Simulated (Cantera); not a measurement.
**Ammonia decomposition in nitride growth gas**

An isothermal, constant-pressure homogeneous reactor starts with NH₃ : H₂ = 1 : 2.8 (molar parts), at 1873 K and 0.0133 bar.

Model: the gas-phase N/H chemistry of the illustrative SiF4/NH3 mechanism in the Surface Chemkin manual (1991), integrated in Cantera. Walls and surfaces, which speed up NH3 decomposition in real reactors, are not modelled.

```json
[
 {"t (s)": "9.00e-6", "x NH₃": "0.263", "x H₂": "0.737", "x N₂H₄": "<1e-12", "x N₂H₂": "<1e-12", "x N₂": "<1e-12", "x NH₂": "7.65e-8", "x N": "<1e-12"},
 {"t (s)": "2.87e-5", "x NH₃": "0.263", "x H₂": "0.737", "x N₂H₄": "<1e-12", "x N₂H₂": "<1e-12", "x N₂": "<1e-12", "x NH₂": "2.45e-7", "x N": "<1e-12"},
 {"t (s)": "9.16e-5", "x NH₃": "0.263", "x H₂": "0.737", "x N₂H₄": "<1e-12", "x N₂H₂": "<1e-12", "x N₂": "<1e-12", "x NH₂": "7.83e-7", "x N": "<1e-12"},
 {"t (s)": "0.000292", "x NH₃": "0.263", "x H₂": "0.737", "x N₂H₄": "<1e-12", "x N₂H₂": "1.43e-11", "x N₂": "5.18e-12", "x NH₂": "2.50e-6", "x N": "<1e-12"},
 {"t (s)": "0.000932", "x NH₃": "0.263", "x H₂": "0.737", "x N₂H₄": "1.15e-12", "x N₂H₂": "2.23e-10", "x N₂": "4.98e-10", "x NH₂": "7.97e-6", "x N": "5.57e-12"},
 {"t (s)": "0.00297", "x NH₃": "0.263", "x H₂": "0.737", "x N₂H₄": "1.20e-11", "x N₂H₂": "2.82e-9", "x N₂": "2.62e-8", "x NH₂": "2.54e-5", "x N": "1.97e-10"},
 {"t (s)": "0.00949", "x NH₃": "0.263", "x H₂": "0.737", "x N₂H₄": "1.21e-10", "x N₂H₂": "3.67e-8", "x N₂": "1.17e-6", "x NH₂": "8.07e-5", "x N": "6.40e-9"},
 {"t (s)": "0.0303", "x NH₃": "0.263", "x H₂": "0.737", "x N₂H₄": "1.07e-9", "x N₂H₂": "4.91e-7", "x N₂": "5.61e-5", "x NH₂": "0.000240", "x N": "1.63e-7"},
 {"t (s)": "0.0965", "x NH₃": "0.260", "x H₂": "0.738", "x N₂H₄": "2.41e-9", "x N₂H₂": "1.36e-6", "x N₂": "0.00104", "x NH₂": "0.000360", "x N": "5.47e-7"},
 {"t (s)": "0.308", "x NH₃": "0.251", "x H₂": "0.744", "x N₂H₄": "2.31e-9", "x N₂H₂": "1.30e-6", "x N₂": "0.00480", "x NH₂": "0.000352", "x N": "5.52e-7"},
 {"t (s)": "0.983", "x NH₃": "0.223", "x H₂": "0.760", "x N₂H₄": "1.97e-9", "x N₂H₂": "1.12e-6", "x N₂": "0.0157", "x NH₂": "0.000325", "x N": "5.52e-7"},
 {"t (s)": "3.13", "x NH₃": "0.158", "x H₂": "0.800", "x N₂H₄": "1.22e-9", "x N₂H₂": "7.14e-7", "x N₂": "0.0414", "x NH₂": "0.000256", "x N": "5.46e-7"},
 {"t (s)": "10.0", "x NH₃": "0.0622", "x H₂": "0.858", "x N₂H₄": "3.30e-10", "x N₂H₂": "2.20e-7", "x N₂": "0.0794", "x NH₂": "0.000133", "x N": "5.15e-7"}
]
```
x: mole fraction; the columns are a selection and need not sum to one.

Equilibrium at this temperature and pressure: NH₃ 9.05e-8, H₂ 0.891, N₂H₄ <1e-12, N₂H₂ <1e-12, N₂ 0.104, NH₂ 1.49e-9, N 3.55e-10 (gas phase only).
